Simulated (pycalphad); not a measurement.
Source of the numbers: pycalphad with the COST 507 light-alloy database (1999); pressure 1 atm. The database dates from 1999; later assessments differ in places, in temperatures and in the compounds included. Phase fractions are per mole of atoms.

### Question
Give the equilibrium state of Fe-78Si (at.%) at 975 K.

### Answer
FESI2_L, fraction 0.660, with 66.7 Si at.%; DIAMOND_A4, fraction 0.340, with 100 Si at.%.

### Question
Give the equilibrium state of Fe-78Si (at.%) at 1350 K.

### Answer
FESI2_H, fraction 0.733, with 70.0 Si at.%; DIAMOND_A4, fraction 0.267, with 100 Si at.%.

Database names, with the compositions (at.%) that they take in these runs: FESI2_H: Si 70 Fe 30; FESI2_L: Si 67 Fe 33. DIAMOND_A4 is diamond (Si).
